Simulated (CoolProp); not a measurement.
Vapour-liquid equilibrium of CHF3 (R23) (1) + R125 (2) at 263.6 K; x and y are mole fractions of (1).

Values from CoolProp's multi-fluid Helmholtz-energy mixture model, Penoncello 2003 and Lemmon 2005; pair parameters Bell 2016.

```
x     bubble pressure (MPa)  y at the bubble point  dew pressure at overall composition x (MPa)  liquid density (mol/L)
----  ---------------------  ---------------------  -------------------------------------------  ----------------------
0.05                 0.5484                  0.136                                       0.5099                   11.53
0.2                     ___                  0.428                                       0.5806                   12.10
0.35                 0.9329                  0.614                                          ___                   12.70
0.5                     ___                  0.742                                       0.8008                   13.33
0.65                  1.357                    ___                                       0.9842                   14.01
0.8                   1.584                  0.914                                        1.265                     ___
0.95                    ___                    ___                                        1.712                   15.49
```

Some entries are withheld; supply them.


- 0.2, bubble pressure (MPa): 0.7343
- 0.35, dew pressure at overall composition x (MPa): 0.6735
- 0.5, bubble pressure (MPa): 1.141
- 0.65, y at the bubble point: 0.837
- 0.8, liquid density (mol/L): 14.73
- 0.95, bubble pressure (MPa): 1.825
- 0.95, y at the bubble point: 0.979

No azeotrope shows between x = 0.05 and 0.95.

Pair parameters are fitted to limited data, so mixtures are less certain than the pure fluids.
